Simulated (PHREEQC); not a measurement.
A solution holds 0.86 mol/kgw HBr, 0.18 mol/kgw AlCl3 and 0.019 mol/kgw MnSO4, at 25 °C. Closed to the air; pH follows from the charge balance.

Model: ion-association model, wateq4f.dat, run in PHREEQC.

This is a speciation only: nothing precipitates in the calculation.

Q: Predict the pH.

A: pH 0.21.

Q: In which forms is S present?

A: HSO4- 62 %, AlSO4+ 32 %, SO4-2 5.3 %, AlHSO4+2 1.0 % of the S.

The ionic strength is past about 0.7 mol/kgw, beyond the range of this activity model, so the values are rough.
